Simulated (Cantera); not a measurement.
**Thermodynamics of carbon deposition, reforming and gasification, feed C2H4 + CO2 + H2**

Input: 1 mol C2H4, 0.19 mol CO2, 28 mol H2, at 0.133 bar.

Cantera equilibrium calculation (NASA polynomials, part measured and part estimated; ideal gas, pure solids and liquids). Candidate condensed phases: C, C6H6, C7H8, C8H18, H2O; 110 gas species. Kinetics and transport are ignored.

From 1450 K to 2050 K the condensed part is C(graphite). The main C-bearing gas is CO throughout. The share of C in condensed phases is highest at 1650 K (82.3 %) and lowest at 2050 K (79.7 %).

```json
[
 {"T (K)": "1450", "x H2": "0.987", "x CO": "0.0125", "x H": "2.57e-5", "x C2H2 (acetylene)": "4.81e-6", "x CH4": "0.000429", "x CH3": "2.25e-7", "x H2O": "4.11e-6", "n C(graphite)": "1.80"},
 {"T (K)": "1550", "x H2": "0.987", "x CO": "0.0125", "x H": "8.57e-5", "x C2H2 (acetylene)": "1.58e-5", "x CH4": "0.000264", "x CH3": "4.66e-7", "x H2O": "1.99e-6", "n C(graphite)": "1.80"},
 {"T (K)": "1650", "x H2": "0.987", "x CO": "0.0125", "x H": "0.000247", "x C2H2 (acetylene)": "4.50e-5", "x CH4": "0.000173", "x CH3": "8.80e-7", "x H2O": "1.06e-6", "n C(graphite)": "1.80"},
 {"T (K)": "1750", "x H2": "0.987", "x CO": "0.0125", "x H": "0.000633", "x C2H2 (acetylene)": "0.000113", "x CH4": "0.000119", "x CH3": "1.54e-6", "x H2O": "6.05e-7", "n C(graphite)": "1.80"},
 {"T (K)": "1850", "x H2": "0.986", "x CO": "0.0125", "x H": "0.00146", "x C2H2 (acetylene)": "0.000258", "x CH4": "8.48e-5", "x CH3": "2.54e-6", "x H2O": "3.68e-7", "n C(graphite)": "1.79"},
 {"T (K)": "1950", "x H2": "0.984", "x CO": "0.0125", "x H": "0.00311", "x C2H2 (acetylene)": "0.000538", "x CH4": "6.28e-5", "x CH3": "3.96e-6", "x H2O": "2.36e-7", "n C(graphite)": "1.78"},
 {"T (K)": "2050", "x H2": "0.980", "x CO": "0.0125", "x H": "0.00615", "x C2H2 (acetylene)": "0.00104", "x CH4": "4.78e-5", "x CH3": "5.89e-6", "x H2O": "1.57e-7", "n C(graphite)": "1.74"}
]
```
x: gas mole fraction; n: condensed amount in mol.
